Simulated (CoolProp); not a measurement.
Vapour-liquid equilibrium of R134a (1) + R141b (2) at 52.85 °C; x and y are mole fractions of (1).

Values from CoolProp's multi-fluid Helmholtz-energy mixture model, Tillner-Roth 1994 and Lemmon 2006; pair parameters Bell 2016.

```
x     bubble pressure (bar)  y at the bubble point  dew pressure at overall composition x (bar)  liquid density (mol/L)
----  ---------------------  ---------------------  -------------------------------------------  ----------------------
0.05                  2.828                  0.311                                        2.094                   10.12
0.2                       ?                  0.654                                        2.462                       ?
0.35                      ?                  0.777                                        2.981                   10.37
0.5                   8.867                  0.844                                            ?                   10.47
0.65                  10.40                  0.891                                            ?                   10.54
0.8                   11.90                  0.934                                        7.679                   10.60
0.95                  13.54                  0.981                                        12.47                   10.65
```

Task: Fill in the missing entries.

Result: 
- 0.2, bubble pressure (bar): 5.151
- 0.2, liquid density (mol/L): 10.26
- 0.35, bubble pressure (bar): 7.155
- 0.5, dew pressure at overall composition x (bar): 3.770
- 0.65, dew pressure at overall composition x (bar): 5.099

No azeotrope shows between x = 0.05 and 0.95.

Pair parameters are fitted to limited data, so mixtures are less certain than the pure fluids.
